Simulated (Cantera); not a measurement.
An isothermal plug-flow reactor at 925 K and 290000 Pa (inlet), inlet velocity 4.4 m/s, active area per volume 130 1/m; feed 0.814 % H2, 11.0 % O2, 88.1 % N2.

Cantera simulation using Deutschmann's 1995 Pt surface mechanism with GRI-Mech 3.0 gas chemistry; the numbers are that mechanism's predictions, not measurements. Catalytic surfaces can have several steady states; this one follows from the mechanism file's or the stated starting coverage. Mass transfer to the wall is taken as infinitely fast.

One state of this run: x H2 = 0.00708; x O2 = 0.110; x H2O = 0.00107; θ free Pt = 0.156; θ O* = 0.842; θ OH* = 0.00249. x: gas mole fraction; θ: surface coverage.

Problem. Which value of z (m) does it belong to?
A) 0.0037
B) 0.0062
C) 0.0022
D) 0.0008

Solution. D, 0.0008
